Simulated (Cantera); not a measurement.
A closed system holds: 1 mol Al(CH3)3, 25 mol H2O, 20 mol H2, at 22.0 mbar.

These are equilibrium values from Cantera (NASA tables, ideal gas, pure condensed phases), not measurements of a reactor. Candidate condensed phases: Al, Al2O3, C, C6H6, C7H8, C8H18, H2O; 121 gas species. The feed counts by its element totals alone. The numbers say what is thermodynamically allowed, not how fast it happens. All values below are at 2098 K.

Base state: H2 0.548, H2O 0.379, CO 0.0497, H 0.0154, CO2 0.00697, OH 0.00126, O 2.52e-5 (mole fractions); condensed: Al2O3(s).

Q: What changes in the equilibrium state with this change: H2 from 20 to 440 mol?

A: 
```
species         before     after
-------------  -------  --------
H2               0.548     0.931
H2O              0.379    0.0428
H               0.0154    0.0200
CO              0.0497   0.00623
CO2            0.00697   5.80e-5
O              2.52e-5   1.67e-6
OH             0.00126  0.000109
Al2O3(s), mol    0.500     0.497
```
